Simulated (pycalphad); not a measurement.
## Phase fractions of Si-53.17Y (wt.%)

CALPHAD calculation (pycalphad, COST 507 light-alloy database (1999)), 1 atm. These are 1990s assessments: newer ones move some temperatures and phases. Phase fractions are per mole of atoms. Diffusion is slow at the low end, where real alloys seldom reach equilibrium.

```
T (K)  LIQUID  SI5Y3_H  SI2Y_H  SI2Y_R  DIAMOND_A4
-----  ------  -------  ------  ------  ----------
1850    1.000        -       -       -           -
1770    0.666        -   0.334       -           -
1690    0.486        -   0.514       -           -
1610      [?]        -     [?]       -           -
1530    0.351        -   0.649       -           -
1450        -        -       -   0.792       0.208
1370        -        -       -   0.792       0.208
1290        -        -       -   0.792       0.208
1210        -        -       -   0.792       0.208
1130        -        -       -   0.792       0.208
1050        -        -       -   0.792       0.208
970         -        -       -   0.792       0.208
890         -        -       -   0.792       0.208
810         -        -       -   0.792       0.208
730         -        -       -   0.792       0.208
650         -        -       -   0.792       0.208
570         -        -       -   0.792       0.208
```

### Question
What belongs in the gaps?

### Answer

- 1610, LIQUID: 0.402
- 1610, SI2Y_H: 0.598

Database names, with the compositions (at.%) that they take in these runs: SI5Y3_H: Si 62 Y 38; SI2Y_H: Si 67 Y 33; SI2Y_R: Si 67 Y 33. DIAMOND_A4 is diamond (Si).
